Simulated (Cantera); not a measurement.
**Equilibrium for silicon epitaxy and polysilicon growth: SiCl4 + H2**

Feed: 1 mol SiCl4, 41 mol H2, held at 0.133 bar.

Cantera equilibrium calculation (NASA polynomials, part measured and part estimated; ideal gas, pure solids and liquids). Candidate condensed phases: Si; 19 gas species. The tables' values for SiCl3 are old estimates; treat these amounts as uncertain. Equilibrium is a limit: real reactors are often held back by kinetics, nucleation or transport.

| T (°C) | x H2 | x HCl | x SiCl2 | x SiCl4 | x SiCl3 | x SiHCl3 | x SiH2Cl2 | x H | n Si(s) |
|---|---|---|---|---|---|---|---|---|---|
| 1050 | 0.929 | 0.0563 | 0.00934 | 0.00194 | 0.00182 | 0.00162 | 0.000194 | 4.19e-6 | 0.362 |
| 1075 | 0.927 | 0.0582 | 0.0102 | 0.00138 | 0.00168 | 0.00125 | 0.000165 | 6.10e-6 | 0.369 |
| 1100 | 0.926 | 0.0596 | 0.0110 | 0.000973 | 0.00152 | 0.000956 | 0.000139 | 8.77e-6 | 0.373 |
| 1125 | 0.925 | 0.0606 | 0.0117 | 0.000675 | 0.00136 | 0.000723 | 0.000116 | 1.25e-5 | 0.374 |
| 1150 | 0.924 | 0.0613 | 0.0123 | 0.000466 | 0.00120 | 0.000545 | 9.71e-5 | 1.75e-5 | 0.374 |
| 1175 | 0.924 | 0.0618 | 0.0127 | 0.000321 | 0.00105 | 0.000410 | 8.10e-5 | 2.43e-5 | 0.372 |
| 1200 | 0.923 | 0.0621 | 0.0131 | 0.000221 | 0.000922 | 0.000309 | 6.77e-5 | 3.33e-5 | 0.370 |
| 1225 | 0.923 | 0.0623 | 0.0135 | 0.000154 | 0.000805 | 0.000234 | 5.66e-5 | 4.52e-5 | 0.367 |
x: gas mole fraction; n: condensed amount in mol.

From 1050 °C to 1225 °C the condensed part is Si(s). The main Si-bearing gas is SiCl2 throughout.
